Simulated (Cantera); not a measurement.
Charge: 1 mol Fe(CO)5, 0.33 mol O2, 3.4 mol N2, equilibrated at 13.3 mbar.

Cantera equilibrium calculation (NASA polynomials, part measured and part estimated; ideal gas, pure solids and liquids). Candidate condensed phases: C, Fe, Fe(CO)5, FeO, Fe2O3, Fe3O4; 27 gas species. Kinetics and transport are ignored.

Q: Which condensed phases are stable at each of these points (T (K)): 923, 998, 1073, 1148, 1223, 1298, 1373?

A: 
```csv
T (K),condensed phases,Fe condensed (%)
923,Fe(α),100.0
998,Fe(α),100.0
1073,Fe(α),100.0
1148,Fe(α),100.0
1223,Fe(γ),100.0
1298,Fe(γ),100.0
1373,Fe(γ),100.0
```

From 923 K to 1148 K the condensed part is Fe(α). From 1223 K to 1373 K the condensed part is Fe(γ).
